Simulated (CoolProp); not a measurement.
Vapour-liquid equilibrium of carbon dioxide (1) + carbonyl sulfide (2) at 255.5 K; x and y are mole fractions of (1).

Computed with CoolProp (multi-fluid Helmholtz-energy mixture model, Span 1996 and Lemmon 2006; pair parameters Bell 2016).

```
x      bubble pressure, mixture model (bar)  bubble pressure, Raoult's law (bar)  y, mixture model  y, Raoult's law
-----  ------------------------------------  -----------------------------------  ----------------  ---------------
0.05                                  5.235                                4.575             0.307            0.231
0.125                                 7.271                                5.884                 …            0.450
0.2                                   9.029                                7.194             0.629            0.588
0.275                                 10.56                                8.503             0.698            0.684
0.35                                  11.90                                9.813             0.746            0.755
0.425                                 13.10                                11.12             0.783            0.809
0.5                                   14.21                                12.43                 …            0.851
0.575                                 15.25                                13.74             0.841            0.886
0.65                                  16.26                                15.05             0.867            0.914
0.725                                 17.27                                16.36             0.893            0.938
0.8                                   18.28                                17.67                 …            0.958
0.875                                 19.33                                18.98             0.947            0.976
0.95                                      …                                20.29             0.978            0.991
```

Complete the blanks.


- 0.125, y, mixture model: 0.520
- 0.5, y, mixture model: 0.814
- 0.8, y, mixture model: 0.919
- 0.95, bubble pressure, mixture model (bar): 20.41

The largest gap from Raoult's law is +25.5 % in bubble pressure, at x = 0.2. No azeotrope shows between x = 0.05 and 0.95.

Pair parameters are fitted to limited data, so mixtures are less certain than the pure fluids.
